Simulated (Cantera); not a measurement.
# Equilibrium for chlorosilane synthesis and conversion: Si + Cl2 + H2

Charge: 1 mol Si, 2.1 mol Cl2, 4.2 mol H2, equilibrated at 875 K and 1500000 Pa.

Equilibrium computed with Cantera from the NASA thermochemical tables; the gas is ideal and each condensed phase is pure. Candidate condensed phases: Si; 19 gas species. Equilibrium is a limit: real reactors are often held back by kinetics, nucleation or transport.

| Property | Result |
|---|---|
| x(H2) | 0.767 |
| x(SiCl4) | 0.182 |
| x(HCl) | 0.0446 |
| x(SiHCl3) | 0.00684 |
| x(SiH2Cl2) | 2.35e-5 |
| x(SiCl3) | 5.57e-6 |
| gas amount | 5.300 mol |
| log10 activity of Si(s) (absent) | -5.53 |
